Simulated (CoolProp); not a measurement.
Ammonia along the isotherm 241.4 K: Z from the reference equation and from simpler models built on Tc = 405.6 K, pc = 11.36 MPa, ω = 0.256; each cubic takes its own stable root.

The numbers come from the reference Helmholtz-energy equation of state, Gao 2020 in CoolProp.

```json
[
 {"p (MPa)": "0.316", "phase": "liquid", "reference": "0.003944", "van der Waals": "0.9720", "Redlich-Kwong": "0.005129", "Soave-Redlich-Kwong": "0.004979", "Peng-Robinson": "0.004412"},
 {"p (MPa)": "0.492", "phase": "liquid", "reference": "0.006140", "van der Waals": "0.9557", "Redlich-Kwong": "0.007984", "Soave-Redlich-Kwong": "0.007750", "Peng-Robinson": "0.006869"},
 {"p (MPa)": "0.767", "phase": "liquid", "reference": "[?]", "van der Waals": "0.9290", "Redlich-Kwong": "0.01244", "Soave-Redlich-Kwong": "0.01208", "Peng-Robinson": "0.01071"},
 {"p (MPa)": "1.19", "phase": "liquid", "reference": "0.01484", "van der Waals": "0.02843", "Redlich-Kwong": "0.01930", "Soave-Redlich-Kwong": "0.01874", "Peng-Robinson": "[?]"},
 {"p (MPa)": "1.86", "phase": "liquid", "reference": "0.02319", "van der Waals": "0.04438", "Redlich-Kwong": "0.03014", "Soave-Redlich-Kwong": "0.02927", "Peng-Robinson": "0.02594"},
 {"p (MPa)": "2.89", "phase": "liquid", "reference": "0.03600", "van der Waals": "0.06880", "Redlich-Kwong": "0.04678", "Soave-Redlich-Kwong": "0.04544", "Peng-Robinson": "0.04029"},
 {"p (MPa)": "4.51", "phase": "liquid", "reference": "[?]", "van der Waals": "0.1070", "Redlich-Kwong": "0.07288", "Soave-Redlich-Kwong": "0.07083", "Peng-Robinson": "0.06280"},
 {"p (MPa)": "7.02", "phase": "liquid", "reference": "0.08719", "van der Waals": "[?]", "Redlich-Kwong": "[?]", "Soave-Redlich-Kwong": "0.1100", "Peng-Robinson": "0.09761"},
 {"p (MPa)": "10.9", "phase": "liquid", "reference": "0.1350", "van der Waals": "0.2555", "Redlich-Kwong": "0.1750", "Soave-Redlich-Kwong": "0.1704", "Peng-Robinson": "0.1512"},
 {"p (MPa)": "17", "phase": "liquid", "reference": "0.2097", "van der Waals": "0.3945", "Redlich-Kwong": "[?]", "Soave-Redlich-Kwong": "0.2647", "Peng-Robinson": "0.2350"},
 {"p (MPa)": "26.5", "phase": "liquid", "reference": "0.3248", "van der Waals": "0.6068", "Redlich-Kwong": "0.4198", "Soave-Redlich-Kwong": "0.4101", "Peng-Robinson": "0.3645"},
 {"p (MPa)": "41.2", "phase": "liquid", "reference": "0.5004", "van der Waals": "[?]", "Redlich-Kwong": "0.6456", "Soave-Redlich-Kwong": "0.6322", "Peng-Robinson": "0.5626"},
 {"p (MPa)": "64.2", "phase": "liquid", "reference": "0.7697", "van der Waals": "1.416", "Redlich-Kwong": "0.9915", "Soave-Redlich-Kwong": "0.9738", "Peng-Robinson": "[?]"}
]
```

Q: Complete the blanks.

A: 
- 0.767, reference: 0.009570
- 1.19, Peng-Robinson: 0.01661
- 4.51, reference: 0.05612
- 7.02, van der Waals: 0.1657
- 7.02, Redlich-Kwong: 0.1132
- 17, Redlich-Kwong: 0.2715
- 41.2, van der Waals: 0.9276
- 64.2, Peng-Robinson: 0.8680

At some of these states van der Waals gives the other phase, because its saturation line lies elsewhere.
